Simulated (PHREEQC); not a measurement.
A solution holds 0.046 mol/kgw HF, 0.013 mol/kgw NH4HF2 and 0.029 mol/kgw H2SO4, at 20 °C. Closed to the air; pH follows from the charge balance.

All values are PHREEQC results (ion-association model, wateq4f.dat), not measurements.

| quantity | before | after |
|---|---|---|
| pH | 1.57 | 1.61 |
| ionic strength (mol/kgw) | 0.0558 | 0.0508 |
| HF (mol/kgw) | 0.0523 | 0.0591 |
| HSO4- (mol/kgw) | 0.0158 | 0.0183 |
| SO4-2 (mol/kgw) | 0.0123 | 0.00995 |
| H2F2 (mol/kgw) | 0.00862 | 0.00528 |

**Question.** Name the change that produced these shifts.
A. HF left out
B. HF from 0.046 to 0.092 mol/kgw
C. 0.00075 mol/kgw Ca(OH)2 added
D. temperature from 20 to 40 °C
E. HF from 0.046 to 0.46 mol/kgw

**Answer.** D, temperature from 20 to 40 °C

No solid was allowed to form. wateq4f.dat counts part of the HF as a dimer, H2F2, which phreeqc.dat doesn't know; its constant is uncertain. Constants without temperature data keep their 25 °C values here.
